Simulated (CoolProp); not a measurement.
Tetrahydrofuran at 293.15 K and 1.98 MPa is throttled through a valve to 0.606 MPa with no heat exchange. Each further row changes one setting.

Values from CoolProp's reference Helmholtz-energy equation of state, Fiedler 2023.

```
case                       temperature change (K)  final density (kg/m³)
-------------------------  ----------------------  ---------------------
as stated                              (withheld)                    887
outlet pressure 0.182 MPa              (withheld)                    887
outlet pressure 0.788 MPa              (withheld)                    888
```

Q: Fill in the missing entries.

A: 
- as stated, temperature change (K): +0.6
- outlet pressure 0.182 MPa, temperature change (K): +0.8
- outlet pressure 0.788 MPa, temperature change (K): +0.5
